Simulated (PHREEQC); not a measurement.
A solution holds 0.0024 mol NaNO3 per kg of water, at 25 °C. Closed to the air; pH follows from the charge balance.

Equilibrium calculation in PHREEQC: ion-association model, phreeqc.dat.

This is a speciation only: nothing precipitates in the calculation.

What specific conductance does the model give?

specific conductance 280 µS/cm.
